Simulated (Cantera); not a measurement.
Cantera run:

```python
import numpy as np
import cantera as ct

gas_names = """
    CL CL2 H HCL H2 Si SiCL SiCL2 SiCL3 SiCL4 SiH SiHCL3 SiH2 SiH2CL2 SiH3 SiH3CL SiH4 Si2 Si3
""".split()
cond_names = """
    Si(cr) Si(L)
""".split()


# ... load() reads the species with a 1 bar reference pressure and builds the phases ...
atoms = {
    'SiCl4': {'Si': 1, 'CL': 4},
    'HCl': {'H': 1, 'CL': 1},
    'H2': {'H': 2},
}
top_T = {}  # K; cautious upper limits of use, not melting points


# ... equilibrate(T, P, feed) seeds the gas with the atoms and calls Mixture.equilibrate('TP', solver="vcs", rtol=1e-11, max_steps=5000) ...
results = []
T = 1375  # K
P = 2200000  # Pa
for m in [0.59, 0.75, 0.94, 1.2, 1.5, 1.9, 2.4, 3, 3.7, 4.7, 5.9]:
    feed = {'SiCl4': 1, 'HCl': m, 'H2': 8.3}  # mol
    mix = equilibrate(T, P, feed)
    results.append((T, P, feed, dict(zip(mix.species_names, mix.species_moles))))

top = {s: max(r[3][s] / sum(r[3][g] for g in gas_names) for r in results) for s in gas_names}
cols = sorted((s for s in top if top[s] > 1e-05), key=lambda s: -top[s])[:6]
seen = [c for c in cond_names if any(r[3].get(c, 0) > 1e-12 for r in results)]
print("log10 of partial pressures in bar; condensed amounts in mol")
print(f"{'n(HCl)':>10s}" + "".join(f"{s[:9]:>10s}" for s in cols + seen))
for T, P, feed, n in results:
    ng = sum(n[g] for g in gas_names)
    print(f"{feed['HCl']:10.4g}" + "".join(f"{np.log10(max(n[s] / ng * P / 1e5, 1e-99)):10.3f}" for s in cols)
          + "".join(f"{n.get(c, 0):10.4g}" for c in seen))
```

Result:

```
log10 of partial pressures in bar; condensed amounts in mol
    n(HCl)        H2       HCL     SiCL4    SiHCL3     SiCL3   SiH2CL2
      0.59     1.244     0.351     0.135    -0.167    -1.035    -1.298
      0.75     1.239     0.395     0.148    -0.203    -1.069    -1.384
      0.94     1.233     0.442     0.159    -0.245    -1.108    -1.479
       1.2     1.224     0.500     0.170    -0.301    -1.158    -1.601
       1.5     1.214     0.557     0.178    -0.361    -1.214    -1.729
       1.9     1.200     0.622     0.182    -0.435    -1.281    -1.882
       2.4     1.183     0.689     0.181    -0.520    -1.357    -2.050
         3     1.163     0.753     0.175    -0.611    -1.438    -2.225
       3.7     1.140     0.813     0.163    -0.704    -1.520    -2.402
       4.7     1.109     0.879     0.143    -0.821    -1.622    -2.615
       5.9     1.075     0.938     0.117    -0.941    -1.724    -2.829
```

Equilibrium computed with Cantera from the NASA thermochemical tables; the gas is ideal and each condensed phase is pure. The tables' values for SiCl3 are old estimates; treat these amounts as uncertain.
